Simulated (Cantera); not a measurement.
A Cantera script and what it prints.

```python
import numpy as np
import cantera as ct

gas_names = """
    H HNO HNO2 HNO3 HO2 H2 H2O H2O2 N NH NH2 NH3 NH2OH NO NO2 NO3 N2 N2H2 N2H4 N2O O OH O2 O3 Si SiH
    SiH2 SiH3 SiH4 SiN SiO SiO2 Si2 Si2N Si3
""".split()
cond_names = """
    H2O(s) H2O(L) Si(cr) Si(L) SiO2(Lqz) SiO2(hqz) SiO2(L) Si2N2O(s) Si3N4(a)
""".split()


def load(file, names, dense=False):
    # The tables refer to 1 bar. Condensed volumes are neglected.
    table = {s.name: s for s in ct.Species.list_from_file(file)}
    out = []
    for n in names:
        d = dict(table[n].input_data)
        d["thermo"] = dict(d["thermo"], **{"reference-pressure": 1e5})
        if dense:
            d["equation-of-state"] = {"model": "constant-volume", "density": "1e6 g/cm^3"}
        out.append(ct.Species.from_dict(d))
    return out


gas = ct.Solution(thermo="ideal-gas", species=load("nasa_gas.yaml", gas_names))
cond = {s.name: ct.Solution(thermo="fixed-stoichiometry", species=[s], name=s.name)
        for s in load("nasa_condensed.yaml", cond_names, dense=True)}
atoms = {
    'Si': {'Si': 1},
    'H2O': {'H': 2, 'O': 1},
    'N2': {'N': 2},
}
top_T = {'Si2N2O(s)': 2100, 'Si3N4(a)': 2400}  # K; cautious upper limits of use, not melting points


def equilibrate(T, P, feed):
    n = {}
    for name, mol in feed.items():
        for a, k in atoms[name].items():
            n[a] = n.get(a, 0.0) + k * mol
    gas.TPX = T, P, n
    mass = sum(n.values()) * gas.mean_molecular_weight
    gas.equilibrate("TP")
    valid = [c for c in cond.values() if c.min_temp <= T <= top_T.get(c.name, c.max_temp)]
    mix = ct.Mixture([(gas, mass / gas.mean_molecular_weight)] + [(c, 0.0) for c in valid])
    mix.T, mix.P = T, P
    mix.equilibrate("TP", solver="vcs", rtol=1e-11, max_steps=5000)
    return mix


results = []
T = 1475  # K
P = 73  # Pa
for m in [0.0017, 0.0036, 0.0079, 0.017, 0.036, 0.079, 0.17, 0.36, 0.79, 1.7, 3.6]:
    feed = {'Si': 1, 'H2O': m, 'N2': 1.3}  # mol
    mix = equilibrate(T, P, feed)
    results.append((T, P, feed, dict(zip(mix.species_names, mix.species_moles))))

top = {s: max(r[3][s] / sum(r[3][g] for g in gas_names) for r in results) for s in gas_names}
cols = sorted((s for s in top if top[s] > 0.0001), key=lambda s: -top[s])[:9]
seen = [c for c in cond_names if any(r[3].get(c, 0) > 1e-12 for r in results)]
print("log10 of partial pressures in bar; condensed amounts in mol")
print(f"{'n(H2O)':>10s}" + "".join(f"{s[:9]:>10s}" for s in cols + seen))
for T, P, feed, n in results:
    ng = sum(n[g] for g in gas_names)
    print(f"{feed['H2O']:10.4g}" + "".join(f"{np.log10(max(n[s] / ng * P / 1e5, 1e-99)):10.3f}" for s in cols)
          + "".join(f"{n.get(c, 0):10.4g}" for c in seen))
```

Output:

```
log10 of partial pressures in bar; condensed amounts in mol
    n(H2O)        N2        H2       H2O       SiO         H SiO2(hqz) Si2N2O(s)  Si3N4(a)
    0.0017    -3.138    -5.712   -13.687    -6.799    -7.743         0  0.001562    0.3322
    0.0036    -3.139    -5.387   -13.362    -6.799    -7.580         0  0.003461     0.331
    0.0079    -3.142    -5.049   -13.026    -6.798    -7.412         0  0.007759    0.3281
     0.017    -3.148    -4.724   -12.703    -6.796    -7.249         0   0.01686     0.322
     0.036    -3.160    -4.414   -12.397    -6.792    -7.094         0   0.03585    0.3094
     0.079    -3.186    -4.108   -12.099    -6.783    -6.941         0   0.07883    0.2807
      0.17    -3.232    -3.841   -11.848    -6.768    -6.808         0    0.1698    0.2201
      0.36    -3.306    -3.627   -11.659    -6.743    -6.701         0    0.3597   0.09342
      0.79    -3.418    -3.479    -7.755    -4.810    -6.626     0.181    0.3911         0
       1.7    -3.525    -3.382    -7.694    -4.774    -6.578    0.7769   0.07702         0
       3.6    -3.713    -3.526    -3.623    -8.989    -6.650         1         0         0
```

Equilibrium computed with Cantera from the NASA thermochemical tables; the gas is ideal and each condensed phase is pure. N2 is the only nitrogen source here; it is nearly inert below about 1500 K, so the nitride shown seldom forms there in practice. Mutual solubility and eutectic melting of coexisting phases are not modelled. The tables hold silica as quartz up to 1696 K and as liquid above; real silica turns to tridymite and cristobalite and melts near 1996 K.
